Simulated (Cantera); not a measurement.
Fe + NH3 + H2 (metals in furnace atmospheres)

Charge: 1 mol Fe, 2.8 mol NH3, 140 mol H2, at 0.0100 bar.

Equilibrium computed with Cantera from the NASA thermochemical tables; the gas is ideal and each condensed phase is pure. Candidate condensed phases: Fe; 10 gas species. Rates play no part.

From 400 °C to 900 °C the condensed part is Fe(α). From 1000 °C to 1300 °C the condensed part is Fe(γ). From 1400 °C to 1500 °C the condensed part is Fe(δ). From 1600 °C to 1700 °C nothing is condensed.

```
T (°C)  log p H2  log p H  log p N2  log p Fe  log p NH3  n Fe(α)  n Fe(γ)  n Fe(δ)
------  --------  -------  --------  --------  ---------  -------  -------  -------
400        -2.00     <-14     -4.02      <-14      -6.89     1.00        0        0
500        -2.00   -13.04     -4.02      <-14      -7.42     1.00        0        0
600        -2.00   -11.33     -4.02      <-14      -7.83     1.00        0        0
700        -2.00    -9.97     -4.02      <-14      -8.17     1.00        0        0
800        -2.00    -8.86     -4.02    -12.38      -8.45     1.00        0        0
900        -2.00    -7.93     -4.02    -10.71      -8.68     1.00        0        0
1000       -2.00    -7.15     -4.02     -9.30      -8.87        0    1.000        0
1100       -2.00    -6.48     -4.02     -8.11      -9.04        0    1.000        0
1200       -2.00    -5.90     -4.02     -7.08      -9.19        0    0.999        0
1300       -2.00    -5.39     -4.02     -6.18      -9.31        0    0.990        0
1400       -2.00    -4.95     -4.02     -5.40      -9.43        0        0    0.942
1500       -2.01    -4.55     -4.02     -4.70      -9.53        0        0    0.711
1600       -2.01    -4.20     -4.02     -4.17      -9.62        0        0        0
1700       -2.01    -3.88     -4.02     -4.17      -9.71        0        0        0
```
log p: log10 of the partial pressure in bar; n: condensed amount in mol.
